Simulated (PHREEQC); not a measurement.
## Silver or lead bath (model solution)

Dissolve 28 mmol/kgw Pb(NO3)2, 0.23 mmol/kgw KNO3 and 0.053 mmol/kgw Na2SO4 at 20 °C. Closed to the air; pH follows from the charge balance.

The numbers come from PHREEQC with the ion-association model, wateq4f.dat.

Precipitation was switched off in this run.

### Question
What pH, ionic strength does the model give?

### Answer
pH 4.70; ionic strength 0.0714 mol/kgw.

### Question
In which forms is Pb present?

### Answer
Pb+2 77 %, PbNO3+ 23 % of the Pb.

The solution is supersaturated, for example in Anglesite, Larnakite, so a real one may precipitate; this is no full list. Species that the database lacks are ignored.
